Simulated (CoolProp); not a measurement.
Vapour-liquid equilibrium of dimethyl carbonate (1) + n-octane (2) at 329.5 K; x and y are mole fractions of (1).

Model: multi-fluid Helmholtz-energy mixture model, Zhou 2011 and Beckmüller 2019; pair parameters Bell 2016, in CoolProp.

```csv
x,bubble pressure (MPa),y at the bubble point,dew pressure at overall composition x (MPa),liquid density (mol/L)
0.05,0.01459,0.413,0.009393,6.033
0.2,0.02518,0.697,0.01102,6.511
0.35,0.02956,0.763,0.01332,7.073
0.5,0.03105,0.787,0.01680,7.744
0.65,0.03159,0.800,0.02256,8.561
0.8,0.03199,0.825,0.03160,9.571
0.95,0.03138,0.921,0.03099,10.84
```

y crosses x between x = 0.8 and 0.95: the model has an azeotrope there.

Pair parameters are fitted to limited data, so mixtures are less certain than the pure fluids. With so large a gap from Raoult's law the liquid may split in two, which this calculation doesn't test in full.
